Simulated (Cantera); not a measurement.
A diamond (100) surface in a fixed gas of H2 with x(CH4) = 0.015, x(H) = 0.0044, x(CH3) = 1.9e-05, 10.5 Torr; coverages are run to steady state.

Computed with Cantera and the Harris–Goodwin 1993 mechanism for the reconstructed diamond (100) surface.

One state of this run: growth (µm/h) = 0.0358; θ c6HH = 0.364; θ c6H* = 0.0540; θ c6*H = 0.533; θ c6** = 0.0489; θ c6HM = 4.48e-6. θ: site fractions in the mechanism's names (c6HH fully hydrogenated, c6H* and c6*H radical sites, c6** diradical, c6HM methylated).

Which value of T (K) does it belong to?
A. 900
B. 1275
C. 975
D. 1350

D, 1350
